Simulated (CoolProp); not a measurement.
Nitrogen along the isotherm -143.15 °C: fugacity coefficient from the reference equation and from simpler models built on Tc = -147.0 °C, pc = 3396 kPa, ω = 0.037; each cubic takes its own stable root.

Model: reference Helmholtz-energy equation of state, Span 2000, in CoolProp.

```tsv
p (kPa)	phase	reference
107	gas	0.9905
173	gas	0.9846
280	gas	0.9751
453	gas	0.9598
732	gas	0.9353
1180	gas	0.8963
1910	gas	0.8332
3090	gas	0.7310
4980	supercritical	0.5520
8050	supercritical	0.3992
13000	supercritical	0.3089
21000	supercritical	0.2659
34000	supercritical	0.2698
```

Q: How far does each simpler model (van der Waals, Redlich-Kwong) lie from the reference over these 13 states: mean and median of the absolute difference, and the worst?

A: 
- van der Waals: mean 8.2 %, median 1.5 %, worst +45.7 % at -143.15 °C and 34000 kPa
- Redlich-Kwong: mean 0.9 %, median 0.3 %, worst +3.1 % at -143.15 °C and 21000 kPa
